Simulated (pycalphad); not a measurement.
Phase fractions of Al-30.35Mn-1.205Si (wt.%)

All values are pycalphad results on the COST 507 light-alloy database (1999) (1 atm), not direct measurements. The database dates from 1999; later assessments differ in places, in temperatures and in the compounds included. Amounts are mole fractions of atoms. Diffusion is slow at the low end, where real alloys seldom reach equilibrium.

```tsv
T (K)	liquid	AL4MN	ALMNSI_BETA	AL6MN
1250	1.000	-	-	-
1175	0.364	0.436	0.200	-
1100	0.228	0.518	0.253	-
1025	0.194	0.522	0.283	-
950	-	0.083	0.328	0.590
875	-	…	…	…
800	-	0.040	0.355	0.604
725	-	0.039	0.356	0.605
650	-	0.039	0.356	0.605
575	-	0.039	0.356	0.605
500	-	0.039	0.356	0.605
```

Task: Complete the blanks.

Result: 
- 875, AL4MN: 0.048
- 875, ALMNSI_BETA: 0.350
- 875, AL6MN: 0.601

Database names, with the compositions (at.%) that they take in these runs: AL4MN: Al 80 Mn 20; ALMNSI_BETA: Al 72 Mn 23 Si 4; AL6MN: Al 86 Mn 14.
